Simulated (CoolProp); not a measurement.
A closed Brayton cycle with carbon dioxide: compressor inlet 313.15 K and 7.7 MPa, high pressure 21.8 MPa, turbine inlet 965 K, compressor efficiency 0.89, turbine efficiency 0.85, recuperator effectiveness 0.8 (on enthalpy, no pinch check). Each further row changes one setting.

The numbers come from the reference Helmholtz-energy equation of state, Span 1996 in CoolProp.

| case | thermal efficiency (%) | net work (kJ/kg) | compressor to turbine work | compressor exit (K) | turbine exit (K) |
|---|---|---|---|---|---|
| as stated | 31.4 | 108 | 0.29 | 392.0 | 835.7 |
| turbine inlet 915 K | 30.6 | 99.1 | 0.31 | 392.0 | 790.1 |
| compressor inlet 323.15 K | 30.6 | 99.4 | 0.35 | 411.2 | 835.7 |
| high pressure 18.5 MPa | 29.1 | 93.6 | 0.28 | 379.3 | 855.4 |
| recuperator effectiveness 0.5 | 21.6 | 108 | 0.29 | 392.0 | 835.7 |
